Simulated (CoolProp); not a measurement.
Computed with CoolProp (reference Helmholtz-energy equation of state, Platzer 1990). This equation is an older, rougher fit.

Q: For R114, give the phase and the cv (kJ/(kg K)), Joule-Thomson coefficient (K/MPa) at 487 K and 0.361 bar; 487 K and 0.583 bar.

A: 
- 487 K and 0.361 bar: gas; cv 0.808, Joule-Thomson coefficient 6.15
- 487 K and 0.583 bar: gas; cv 0.808, Joule-Thomson coefficient 6.16
